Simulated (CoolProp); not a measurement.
Chlorine along the isobar 8.53 bar: Z from the reference equation and from simpler models built on Tc = 416.9 K, pc = 76.42 bar, ω = 0.070; each cubic takes its own stable root.

Model: reference Helmholtz-energy equation of state, Thol 2021, in CoolProp.

```csv
T (K),phase,reference
326.8,gas,0.9152
332.1,gas,0.9200
337.4,gas,0.9244
342.8,gas,0.9286
348.1,gas,0.9324
353.4,gas,0.9359
358.8,gas,0.9392
364.1,gas,0.9422
369.4,gas,0.9450
374.8,gas,0.9477
380.1,gas,0.9502
385.4,gas,0.9525
390.8,gas,0.9547
396.1,gas,0.9567
401.4,gas,0.9586
```

Problem. How far does each simpler model (Pitzer virial, van der Waals, Redlich-Kwong, Soave-Redlich-Kwong, Peng-Robinson) lie from the reference over these 15 states: mean and median of the absolute difference, and the worst?

Solution. 
- Pitzer virial: mean 0.2 %, median 0.1 %, worst +0.5 % at 326.8 K and 8.53 bar
- van der Waals: mean 1.2 %, median 1.1 %, worst +2.4 % at 326.8 K and 8.53 bar
- Redlich-Kwong: mean 0.2 %, median 0.2 %, worst +0.5 % at 326.8 K and 8.53 bar
- Soave-Redlich-Kwong: mean 0.2 %, median 0.2 %, worst +0.4 % at 326.8 K and 8.53 bar
- Peng-Robinson: mean 0.6 %, median 0.6 %, worst -0.7 % at 401.4 K and 8.53 bar
